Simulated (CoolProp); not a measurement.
The numbers come from the reference Helmholtz-energy equation of state, de Reuck 1993 in CoolProp.

Q: Give the vapour pressure (MPa), liquid density (kg/m³), enthalpy of vaporisation (kJ/kg), vapour Z of saturated methanol at 86.85 °C.

A: 
```
T (°C)  p (MPa)  liquid density (kg/m³)  enthalpy of vaporisation (kJ/kg)  vapour Z
------  -------  ----------------------  --------------------------------  --------
86.85     0.230                     725                              1050     0.923
```
